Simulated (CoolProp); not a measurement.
A simple Rankine cycle with propyne: condensing at 315.15 K, boiler at 4.28 MPa, turbine inlet 391.7 K, turbine efficiency 0.85, pump efficiency 0.6, no recuperator. Each further row changes one setting.

Computed with CoolProp (reference Helmholtz-energy equation of state, Polt 1992). This equation is an older, rougher fit; its heat capacities, sound speeds and derivatives of the liquid may be far off and weren't checked against measurements.

| case | thermal efficiency (%) | net work (kJ/kg) | heat in (kJ/kg) | turbine exit temperature (K) | volume ratio over the turbine |
|---|---|---|---|---|---|
| as stated | ___ | 55.9 | 470 | 315.2 | ___ |
| turbine inlet 411.7 K | ___ | ___ | 540 | ___ | 4.66 |
| condensing temperature 307.15 K | ___ | ___ | 490 | 307.1 | 6.24 |
| boiler pressure 3 MPa | 10.4 | 54.8 | 530 | 332.6 | 3.19 |
| turbine efficiency 0.75 | 10.2 | ___ | 470 | 315.2 | 5.16 |

Task: Complete the blanks.

Result: 
- as stated, thermal efficiency (%): 11.9
- as stated, volume ratio over the turbine: 5.07
- turbine inlet 411.7 K, thermal efficiency (%): 12.6
- turbine inlet 411.7 K, net work (kJ/kg): 68.3
- turbine inlet 411.7 K, turbine exit temperature (K): 331.0
- condensing temperature 307.15 K, thermal efficiency (%): 13.2
- condensing temperature 307.15 K, net work (kJ/kg): 64.7
- turbine efficiency 0.75, net work (kJ/kg): 48.2

The expansion ends wet for: as stated; condensing temperature 307.15 K; turbine efficiency 0.75.
